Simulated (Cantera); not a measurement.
Charge: 1 mol SiCl₄, 23 mol NH₃, 22 mol H₂, equilibrated at 0.00640 bar.

These are equilibrium values from Cantera (NASA tables, ideal gas, pure condensed phases), not measurements of a reactor. Candidate condensed phases: NH₄Cl, Si, Si₃N₄; 28 gas species. Gases not in the tables: Si₂H₆ and higher silanes. The numbers say what is thermodynamically allowed, not how fast it happens.

Which condensed phases are stable at each of these points (T (K)): 875, 1025, 1175, 1325, 1475, 1625, 1775, 1925?


| T (K) | condensed phases | Si condensed (%) |
|---|---|---|
| 875 | Si₃N₄(s) | 100.0 |
| 1025 | Si₃N₄(s) | 100.0 |
| 1175 | Si₃N₄(s) | 99.9 |
| 1325 | Si₃N₄(s) | 99.2 |
| 1475 | Si₃N₄(s) | 91.9 |
| 1625 | Si₃N₄(s) | 60.8 |
| 1775 | Si(l) | 45.0 |
| 1925 | Si(l) | 30.3 |

From 875 K to 1625 K the condensed part is Si₃N₄(s). From 1775 K to 1925 K the condensed part is Si(l).
